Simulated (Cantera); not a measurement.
Feed: 1 mol V2O5, 29 mol H2, 12 mol N2, equilibrated at 1598.15 K and 13.0 Pa.

Cantera equilibrium calculation (NASA polynomials, part measured and part estimated; ideal gas, pure solids and liquids). Candidate condensed phases: H2O, V, VN, VO, V2O3, V2O4, V2O5; 28 gas species. Condensed phases not in the tables: the oxides between V2O3 and V2O5 other than VO2. Rates play no part.

Base state: H2 0.655, N2 0.292, H2O 0.0486, H 0.00379, VO2 0.000138, OH 1.09e-5 (mole fractions); condensed: V2O3(s).

What changes in the equilibrium state with this change: pressure from 13.0 Pa to 1.33 mbar?


| species | before | after |
|---|---|---|
| H2 | 0.655 | 0.658 |
| N2 | 0.292 | 0.293 |
| H2O | 0.0486 | 0.0487 |
| H | 0.00379 | 0.00118 |
| VO2 | 0.000138 | 1.35e-5 |
| OH | 1.09e-5 | 3.42e-6 |
| V2O3(s), mol | 0.997 | 1.000 |

What changes in the equilibrium state with this change: H2 from 29 to 0.31 mol?


```
species         before     after
------------  --------  --------
N2               0.292     0.941
O2             1.78e-9    0.0265
H2O             0.0486    0.0240
H2               0.655   8.38e-5
VO2           0.000138   0.00655
NO             1.08e-7  0.000746
O              5.25e-8  0.000203
V2O3(s), mol     0.997         0
V2O4(s), mol         0     0.958
```

What changes in the equilibrium state with this change: pressure from 13.0 Pa to 10.0 mbar?


```json
[
 {"species": "H2", "before": "0.655", "after": "0.658"},
 {"species": "N2", "before": "0.292", "after": "0.293"},
 {"species": "H2O", "before": "0.0486", "after": "0.0488"},
 {"species": "H", "before": "0.00379", "after": "0.000433"},
 {"species": "VO2", "before": "0.000138", "after": "1.80e-6"},
 {"species": "OH", "before": "1.09e-5", "after": "1.25e-6"},
 {"species": "V2O3(s), mol", "before": "0.997", "after": "1.000"}
]
```
